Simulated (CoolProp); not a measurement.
Vapour-liquid equilibrium of R152A (1) + n-butane (2) at 3.96 bar; x and y are mole fractions of (1).

The numbers come from the multi-fluid Helmholtz-energy mixture model, Outcalt 1996 and Bücker 2006; pair parameters Bell 2016 in CoolProp.

```json
[
 {"x": "0.05", "bubble temperature (K)": "305.3", "y at the bubble point": "0.252", "dew temperature at overall composition x (K)": "313.0", "liquid density (mol/L)": "9.799"},
 {"x": "0.2", "bubble temperature (K)": "291.8", "y at the bubble point": "0.548", "dew temperature at overall composition x (K)": "307.4", "liquid density (mol/L)": "10.41"},
 {"x": "0.35", "bubble temperature (K)": "287.2", "y at the bubble point": "0.643", "dew temperature at overall composition x (K)": "301.1", "liquid density (mol/L)": "10.92"},
 {"x": "0.5", "bubble temperature (K)": "285.2", "y at the bubble point": "…", "dew temperature at overall composition x (K)": "…", "liquid density (mol/L)": "…"},
 {"x": "0.65", "bubble temperature (K)": "284.1", "y at the bubble point": "0.741", "dew temperature at overall composition x (K)": "286.9", "liquid density (mol/L)": "…"},
 {"x": "0.8", "bubble temperature (K)": "283.5", "y at the bubble point": "0.807", "dew temperature at overall composition x (K)": "283.5", "liquid density (mol/L)": "…"},
 {"x": "0.95", "bubble temperature (K)": "284.2", "y at the bubble point": "0.931", "dew temperature at overall composition x (K)": "284.4", "liquid density (mol/L)": "13.79"}
]
```

Problem. Fill in the missing entries.

Solution. 
- 0.5, y at the bubble point: 0.694
- 0.5, dew temperature at overall composition x (K): 294.2
- 0.5, liquid density (mol/L): 11.47
- 0.65, liquid density (mol/L): 12.11
- 0.8, liquid density (mol/L): 12.88

y crosses x between x = 0.8 and 0.95: the model has an azeotrope there.

The pair parameters rest on a limited set of measurements; away from them the model extrapolates. With so large a gap from Raoult's law the liquid may split in two, which this calculation doesn't test in full.
